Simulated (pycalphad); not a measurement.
An equivalent pycalphad script:

```python
from pycalphad import Database, equilibrium, calculate, variables as v
import numpy as np
db = Database('COST507.tdb')
comps = ['AL', 'SI', 'MG', 'VA']
phases = ['ALMG_BETA', 'ALMG_EPS', 'ALMG_GAMMA', 'DIAMOND_A4', 'FCC_A1', 'HCP_A3', 'LIQUID', 'MG2SI']
eq = equilibrium(db, comps, phases, {v.X('SI'): 0.0236, v.X('MG'): 0.0118, v.T: np.arange(1650, 349, -40), v.P: 101325, v.N: 1}, output=['HM', 'SM'])
```

All values are pycalphad results on the COST 507 light-alloy database (1999) (1 atm), not direct measurements. No gas phase is included, though pure Mg would boil below 1650 K. The data set is of 1999 and partly superseded. Phase fractions are per mole of atoms. Diffusion is slow at the low end, where real alloys seldom reach equilibrium.

Results at three of the temperatures:

```
T = 1530.00 K, P = 101325 Pa, N = 1 mol of atoms
G = -87380 J/mol, H = 48171 J/mol, S = 88.60 J/(mol K)  (SER reference)
chemical potentials (J/mol): Al -85983, Si -114046, Mg -148200
phase             fraction      x(Al)      x(Si)      x(Mg)
LIQUID              1.0000     0.9646     0.0236     0.0118
```

```
T = 1170.00 K, P = 101325 Pa, N = 1 mol of atoms
G = -56947 J/mol, H = 36769 J/mol, S = 80.10 J/(mol K)  (SER reference)
chemical potentials (J/mol): Al -55972, Si -72212, Mg -106128
phase             fraction      x(Al)      x(Si)      x(Mg)
LIQUID              1.0000     0.9646     0.0236     0.0118
```

```
T = 730.00 K, P = 101325 Pa, N = 1 mol of atoms
G = -26664 J/mol, H = 11616 J/mol, S = 52.44 J/(mol K)  (SER reference)
chemical potentials (J/mol): Al -26468, Si -18646, Mg -58755
phase             fraction      x(Al)      x(Si)      x(Mg)
FCC_A1              0.9722     0.9922     0.0049     0.0029
DIAMOND_A4          0.0143   6.46e-08     1.0000       none
MG2SI               0.0135       none     0.3333     0.6667
```

Changes of the phase set, refined by bisection:

```csv
T (K),phases above,phases below
913.9,liquid,fcc + liquid
832.1,fcc + liquid,fcc + liquid + MG2SI
830.6,fcc + liquid + MG2SI,diamond (Si) + fcc + MG2SI
```

Database names, with the compositions (at.%) that they take in these runs: MG2SI: Mg 67 Si 33. FCC_A1 is fcc; DIAMOND_A4 is diamond (Si). An entry "none" or "no" means that the model of the phase leaves that element out.
